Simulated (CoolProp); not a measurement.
Saturation properties of R113 (Tc = 214.1 °C, pc = 33.92 bar, ω = 0.253).

Model: reference Helmholtz-energy equation of state, Marx 1992, in CoolProp.

```tsv
T (°C)	p (bar)	vapour density (kg/m³)	enthalpy of vaporisation (kJ/kg)	liquid cp (kJ/(kg K))
-20.65	0.05006	0.4488	164.8	0.8804
-5.15	0.1165	0.9881	160.3	0.8916
10.35	0.2431	1.961	155.7	0.9045
25.85	0.4635	3.577	151.1	0.9186
41.35	0.8202	6.092	146.3	0.9339
56.85	1.364	9.812	141.3	0.9504
72.35	2.151	15.10	136.0	0.9683
87.85	3.247	22.39	130.2	0.9882
103.45	4.731	32.31	124.0	1.011
118.95	6.659	45.44	117.1	1.038
134.45	9.117	62.83	109.4	1.072
149.95	12.19	85.94	100.6	1.117
165.45	15.97	117.2	90.34	1.184
180.95	20.57	161.4	77.74	1.307
```

It boils at 47.6 °C under 1 atm.
